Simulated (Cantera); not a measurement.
Charge: 1 mol SiHCl₃, 0.68 mol C₂H₂, 12 mol H₂, equilibrated at 0.100 bar.

Points: T (K) = 900, 1050, 1200, 1350, 1500, 1650, 1800, 1950, 2100, 2250.

Cantera's Mixture.equilibrate('TP', solver="vcs", rtol=1e-11, max_steps=5000) on the NASA tables stopped like this:

```
ERROR: FAILURE its = 5001!

*******************************************************************************
CanteraError thrown by MultiPhase::equilibrate:
VCS solver failed. Return code: -1
*******************************************************************************
```

Task: What got this run through?

Result: One answer among several that fit: The failure is numerical, not chemical. The same input converged with solver="gibbs", rtol=1e-10, max_steps=50000, and the result passed a check of the equilibrium conditions:
```
log10 of partial pressures in bar; condensed amounts in mol
       T/K        H2       HCL     SiCL4       CH4         H     C(gr)    SiC(b)
       900    -1.056    -2.249    -2.409    -2.618   -10.460    0.5898     0.438
      1050    -1.071    -1.898    -2.708    -3.385    -8.627    0.6038    0.6972
      1200    -1.092    -1.737    -3.313    -3.985    -7.251    0.4312    0.9137
      1350    -1.098    -1.700    -4.150    -4.435    -6.172    0.3792    0.9753
      1500    -1.098    -1.697    -4.928    -4.787    -5.304    0.3803    0.9771
      1650    -1.098    -1.701    -5.586    -5.073    -4.591     0.393    0.9647
      1800    -1.098    -1.707    -6.146    -5.309    -3.995    0.4102     0.945
      1950    -1.098    -1.716    -6.631    -5.509    -3.490    0.4275    0.9191
      2100    -1.100    -1.729    -7.063    -5.682    -3.056    0.4388    0.8866
      2250    -1.106    -1.747    -7.458    -5.838    -2.682    0.4406    0.8373
```

The gas is ideal and each condensed phase is pure. The tables' values for SiCl, SiCl3 are old estimates; treat these amounts as uncertain. Gases not in the tables: Si2H6 and higher silanes.
